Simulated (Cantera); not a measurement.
**Gas activation for diamond growth**

An isothermal, constant-pressure homogeneous reactor starts with 1.17 % CH₄, 97.8 % H₂, 1.08 % H, at 2075 K and 0.0553 atm.

Computed with Cantera and GRI-Mech 3.0 (53 species, 325 reactions). GRI-Mech 3.0 stops at C3 and has no aromatics, soot or wall deposition, so with more carbon than oxygen in the feed, carbon stays in small species such as C2H2 where larger ones or solid carbon would form.

```csv
t (s),x CH₄,x H₂,x H,x CH₂,x C₂H₄
1.00e-5,0.0101,0.979,0.00911,1.06e-5,2.53e-6
3.98e-5,0.00989,0.979,0.00895,1.74e-5,2.00e-5
0.000158,0.00971,0.979,0.00892,1.71e-5,3.91e-5
0.000631,0.00905,0.980,0.00880,1.58e-5,3.53e-5
0.00251,0.00713,0.981,0.00869,1.26e-5,2.22e-5
0.0100,0.00368,0.983,0.00917,7.70e-6,7.43e-6
0.0398,0.00105,0.983,0.0103,2.92e-6,1.96e-6
0.158,0.000231,0.983,0.0110,7.59e-7,1.44e-6
0.631,6.21e-5,0.983,0.0112,2.13e-7,1.42e-6
2.51,4.11e-5,0.983,0.0112,1.42e-7,1.42e-6
10.0,4.10e-5,0.983,0.0112,1.41e-7,1.42e-6
```
x: mole fraction; the columns are a selection and need not sum to one.

Equilibrium at this temperature and pressure: CH₄ 4.10e-5, H₂ 0.983, H 0.0112, CH₂ 1.41e-7, C₂H₄ 1.42e-6 (gas phase only).
